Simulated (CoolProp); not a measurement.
A single-stage vapour-compression cycle with the fluid: evaporating at 216.15 K (dew point), condensing at 270.15 K (bubble point), superheat 5 K, subcooling 0 K, compressor efficiency 0.7, no pressure losses. The same conditions are run with several fluids, on thermodynamics alone (safety and materials aside).

Computed with CoolProp (reference Helmholtz-energy equation of state of each fluid (R125: Lemmon 2005; CH2F2 (R32): Tillner-Roth 1997; C2F6 (R116): Lemmon 2006; R410A: Lemmon 2003; R143a: Lemmon and Jacobsen 2000)). Blends and air are pseudo-pure fits.

| fluid | cooling COP | pressure ratio | discharge temperature (K) | refrigerating effect (kJ/kg) | volumetric capacity (kJ/m³) |
|---|---|---|---|---|---|
| R125 | 2.10 | … | 300.6 | 109 | … |
| CH2F2 (R32) | 2.16 | 9.64 | 391.1 | 303 | 678 |
| C2F6 (R116) | 1.57 | 6.13 | 283.7 | 49.6 | 1130 |
| R410A | 2.18 | 9.64 | … | … | … |
| R143a | 2.18 | 9.05 | 314.5 | 163 | 479 |

Q: Fill in the missing entries.

A: 
- R125, pressure ratio: 9.51
- R125, volumetric capacity (kJ/m³): 471
- R410A, discharge temperature (K): 346.3
- R410A, refrigerating effect (kJ/kg): 205
- R410A, volumetric capacity (kJ/m³): 630
